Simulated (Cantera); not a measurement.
What does this Cantera script print?

```python
import numpy as np
import cantera as ct

gas_names = """
    CF2 CF3
""".split()
cond_names = """
    C(gr)
""".split()


# ... load() reads the species with a 1 bar reference pressure and builds the phases ...
species = {s.name: s for s in load("nasa_gas.yaml", gas_names) + load("nasa_condensed.yaml", cond_names)}
# Each term lists the table entries of one substance; the one whose range holds T is used.
reactions = {
    '3 CF2(g) = 2 CF3(g) + C':
        [(-3, ['CF2']), (2, ['CF3']), (1, ['C(gr)'])],
}


def pick(names, T):
    return next(species[n] for n in names if species[n].thermo.min_temp <= T <= species[n].thermo.max_temp)


results = []
for label, terms in reactions.items():
    print(label)
    print("     T/K   dH/kJ  dS/(J/K)   dG/kJ   log10 K")
    for T in [300, 1948, 2048, 2148, 2248, 2348, 2448, 2548]:
        used = [(nu, pick(names, T)) for nu, names in terms]
        dH = sum(nu * s.thermo.h(T) for nu, s in used) / 1e6
        dS = sum(nu * s.thermo.s(T) for nu, s in used) / 1e3
        dG = dH - T * dS / 1e3
        logK = -dG * 1e6 / (ct.gas_constant * T * np.log(10))
        results.append((label, T, dH, dS, dG, logK, [s.name for _, s in used]))
        print(f"{T:8g} {dH:8.1f} {dS:8.1f} {dG:8.1f} {logK:8.2f}")
```

It prints:

```
3 CF2(g) = 2 CF3(g) + C
     T/K   dH/kJ  dS/(J/K)   dG/kJ   log10 K
     300   -394.6   -186.6   -338.6    58.95
    1948   -377.4   -173.7    -39.0     1.05
    2048   -375.8   -172.9    -21.7     0.55
    2148   -374.1   -172.1     -4.5     0.11
    2248   -372.5   -171.3     12.7    -0.30
    2348   -370.8   -170.6     29.8    -0.66
    2448   -369.1   -169.9     46.8    -1.00
    2548   -367.4   -169.2     63.8    -1.31
```

Source: NASA polynomial tables (part measured, part estimated), evaluated in Cantera. Condensed species are held in their standard states even where they would react or evaporate.
